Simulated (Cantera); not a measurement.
Feed: 1 mol CCl₄, 0.47 mol Si, 3.3 mol H₂, held at 0.00280 bar.

Method: chemical equilibrium by Gibbs-energy minimisation in Cantera with the NASA 1993 tables (ideal gas, pure condensed phases). Candidate condensed phases: C, C₆H₆, C₇H₈, C₈H₁₈, Si, SiC; 109 gas species. The tables' values for SiCl₃, SiCl are old estimates; treat these amounts as uncertain. The numbers say what is thermodynamically allowed, not how fast it happens.

x: gas mole fraction; n: condensed amount in mol.

```
T (°C)  x HCl   x H₂      x Cl       x H   x SiCl₄  x SiCl₂      x Si  n C(graphite)  n SiC(s)
------  -----  -----  --------  --------  --------  -------  --------  -------------  --------
650     0.439  0.463   2.88e-9   3.15e-9    0.0969  1.50e-6    <1e-12          0.999       ___
850     0.471  0.440   5.08e-7   5.34e-7    0.0836  0.00109    <1e-12          0.963       ___
1050    0.646  0.315   2.89e-5   1.68e-5    0.0204   0.0121  1.05e-10          0.735       ___
1250    0.657  0.297  0.000423  0.000238   0.00214   0.0379   5.13e-8          0.769       ___
1450    0.608  0.317   0.00288   0.00194  0.000213   0.0671   5.85e-6          0.902       ___
1650    0.557  0.332    0.0130    0.0103   2.71e-5   0.0856  0.000211          0.998         0
1850    0.514  0.318    0.0453    0.0382   4.12e-6   0.0787   0.00275          0.992         0
2050    0.425  0.270     0.121     0.107   5.26e-7   0.0493    0.0175          0.948         0
```

Question: Complete the blanks.

Answer: 
- 650, n SiC(s): 0
- 850, n SiC(s): 0.0372
- 1050, n SiC(s): 0.265
- 1250, n SiC(s): 0.231
- 1450, n SiC(s): 0.0978
